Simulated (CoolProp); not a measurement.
Aqueous potassium acetate as a coolant, at -9 °C, 1 atm.

Model: Melinder's fits for secondary coolants, in CoolProp.

```tsv
mass %	freezing point (°C)	conductivity (W/(m K))	Prandtl number	viscosity (mPa s)	cp (kJ/(kg K))
19.3	___	0.492	28.6	4.04	3.489
24.4	-15.5	0.478	33.2	4.76	___
29.5	___	0.465	39.7	5.79	___
34.7	-31.4	0.451	49.3	7.33	3.035
39.8	___	0.439	62.7	9.51	2.892
```

**Question.** What belongs in the gaps?

**Answer.** 
- 19.3, freezing point (°C): -10.6
- 24.4, cp (kJ/(kg K)): 3.336
- 29.5, freezing point (°C): -22.3
- 29.5, cp (kJ/(kg K)): 3.186
- 39.8, freezing point (°C): -41.7
